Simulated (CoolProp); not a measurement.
Vapour-liquid equilibrium of R113 (1) + n-heptane (2) at 18.35 °C; x and y are mole fractions of (1).

The numbers come from the multi-fluid Helmholtz-energy mixture model, Marx 1992 and Span 2003; pair parameters Bell 2016 in CoolProp.

```
x      bubble pressure, mixture model (kPa)  bubble pressure, Raoult's law (kPa)  y, mixture model  y, Raoult's law
-----  ------------------------------------  -----------------------------------  ----------------  ---------------
0.05                                  6.440                                5.828                 …            0.294
0.125                                 9.466                                8.073             0.596            0.531
0.2                                       …                                10.32             0.713            0.664
0.275                                     …                                12.56             0.783            0.750
0.35                                  17.35                                14.81             0.830            0.810
0.425                                     …                                17.05             0.863            0.854
0.5                                   21.68                                19.30                 …            0.888
0.575                                     …                                21.54             0.910            0.915
0.65                                  25.51                                23.79             0.928            0.936
0.725                                 27.33                                26.03             0.944            0.954
0.8                                   29.15                                28.28             0.960            0.969
0.875                                 30.99                                30.52             0.974            0.982
0.95                                      …                                32.77             0.990            0.993
```

Q: Fill in the missing entries.

A: 
- 0.05, y, mixture model: 0.359
- 0.2, bubble pressure, mixture model (kPa): 12.30
- 0.275, bubble pressure, mixture model (kPa): 14.93
- 0.425, bubble pressure, mixture model (kPa): 19.59
- 0.5, y, mixture model: 0.889
- 0.575, bubble pressure, mixture model (kPa): 23.64
- 0.95, bubble pressure, mixture model (kPa): 32.92

The largest gap from Raoult's law is +19.2 % in bubble pressure, at x = 0.2. No azeotrope shows between x = 0.05 and 0.95.

Pair parameters are fitted to limited data, so mixtures are less certain than the pure fluids.
